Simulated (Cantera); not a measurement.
An isothermal plug-flow reactor at 675 K and 760 Torr (inlet), inlet velocity 0.38 m/s, active area per volume 850 1/m; feed 0.279 % CO, 2.91 % O2, 95.9 % N2, 0.910 % H2O.

Detailed kinetics in Cantera: Deutschmann's 1995 Pt surface mechanism with GRI-Mech 3.0 gas chemistry. Catalytic surfaces can have several steady states; this one follows from the mechanism file's or the stated starting coverage. Mass transfer to the wall is taken as infinitely fast.

One state of this run: x CO = 0.000565; x O2 = 0.0281; x H2O = 0.00911; x CO2 = 0.00223; θ free Pt = 0.0104; θ O* = 0.987; θ OH* = 0.00227; θ CO* = 0.000164. x: gas mole fraction; θ: surface coverage.

### Question
Which value of z (m) does it belong to?
(A) 0.0012
(B) 0.00026
(C) 0.0094
(D) 0.00016

### Answer
C, 0.0094
